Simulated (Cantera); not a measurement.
What does this Cantera script print?

```python
import numpy as np
import cantera as ct

gas_names = """
    H HI HO2 H2 H2O H2O2 I I2 O OH O2 O3
""".split()
cond_names = """
    H2O(s) H2O(L) I2(cr) I2(L)
""".split()


# ... load() reads the species with a 1 bar reference pressure and builds the phases ...
atoms = {
    'HI': {'H': 1, 'I': 1},
    'H2': {'H': 2},
    'O2': {'O': 2},
    'H2O': {'H': 2, 'O': 1},
}
top_T = {}  # K; cautious upper limits of use, not melting points


# ... equilibrate(T, P, feed) seeds the gas with the atoms and calls Mixture.equilibrate('TP', solver="vcs", rtol=1e-11, max_steps=5000) ...
results = []
feed = {'HI': 1, 'H2': 0.07, 'O2': 2.4, 'H2O': 0.37}  # mol
P = 600  # Pa
for T in [1973, 2123, 2273, 2423, 2573, 2723, 2873, 3023, 3173]:
    mix = equilibrate(T, P, feed)
    results.append((T, P, feed, dict(zip(mix.species_names, mix.species_moles))))

top = {s: max(r[3][s] / sum(r[3][g] for g in gas_names) for r in results) for s in gas_names}
cols = sorted((s for s in top if top[s] > 1e-06), key=lambda s: -top[s])[:7]
seen = [c for c in cond_names if any(r[3].get(c, 0) > 1e-12 for r in results)]
print("log10 of partial pressures in bar; condensed amounts in mol")
print(f"{'T/K':>10s}" + "".join(f"{s[:9]:>10s}" for s in cols + seen))
for T, P, feed, n in results:
    ng = sum(n[g] for g in gas_names)
    print(f"{T:10.4g}" + "".join(f"{np.log10(max(n[s] / ng * P / 1e5, 1e-99)):10.3f}" for s in cols)
          + "".join(f"{n.get(c, 0):10.4g}" for c in seen))
```

Output:

```
log10 of partial pressures in bar; condensed amounts in mol
       T/K         O        O2         I       H2O         H        OH        H2
      1973    -4.521    -2.511    -2.833    -2.874    -5.494    -4.142    -5.248
      2123    -4.049    -2.521    -2.838    -2.895    -4.842    -3.851    -4.794
      2273    -3.644    -2.543    -2.848    -2.939    -4.285    -3.614    -4.419
      2423    -3.301    -2.584    -2.868    -3.026    -3.815    -3.437    -4.127
      2573    -3.016    -2.658    -2.904    -3.192    -3.434    -3.335    -3.939
      2723    -2.791    -2.781    -2.957    -3.487    -3.154    -3.332    -3.891
      2873    -2.627    -2.968    -3.017    -3.953    -2.984    -3.449    -4.012
      3023    -2.522    -3.221    -3.066    -4.565    -2.906    -3.672    -4.270
      3173    -2.465    -3.525    -3.097    -5.239    -2.876    -3.953    -4.585
```

Equilibrium computed with Cantera from the NASA thermochemical tables; the gas is ideal and each condensed phase is pure.
